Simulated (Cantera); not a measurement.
An isothermal, constant-pressure homogeneous reactor starts with 17.8 % H₂, 9.35 % O₂, 72.9 % N₂, equivalence ratio 0.95, at 1323 K and 0.582 atm.

Computed with Cantera and GRI-Mech 3.0 (53 species, 325 reactions). The temperature is held fixed by assumption; the heat of reaction is taken as removed at once.

x: mole fraction; the columns are a selection and need not sum to one.

```tsv
t (s)	x H₂	x O₂	x N₂O	x NO₂	x OH	x H₂O₂
3.00e-5	0.178	0.0934	2.79e-12	<1e-12	1.75e-6	8.98e-9
0.000120	0.0245	0.0233	…	7.06e-10	0.00418	1.94e-6
0.000482	0.00915	0.0101	…	1.82e-9	0.00163	1.59e-6
0.00193	0.00216	0.00609	…	5.35e-9	0.000588	7.36e-7
0.00775	0.000305	0.00522	…	2.65e-8	0.000197	1.88e-7
0.0311	2.96e-5	0.00512	…	6.33e-8	6.33e-5	2.97e-8
0.124	3.50e-6	0.00511	…	4.36e-8	2.34e-5	4.74e-9
0.499	7.67e-7	0.00512	…	2.55e-8	1.12e-5	1.16e-9
2.00	4.67e-7	0.00512	…	2.42e-8	8.65e-6	7.04e-10
```

**Question.** Fill in the missing entries.

**Answer.** 
- 0.000120, x N₂O: 3.44e-8
- 0.000482, x N₂O: 4.18e-8
- 0.00193, x N₂O: 5.81e-8
- 0.00775, x N₂O: 8.48e-8
- 0.0311, x N₂O: 1.02e-7
- 0.124, x N₂O: 9.04e-8
- 0.499, x N₂O: 3.75e-8
- 2.00, x N₂O: 4.30e-9
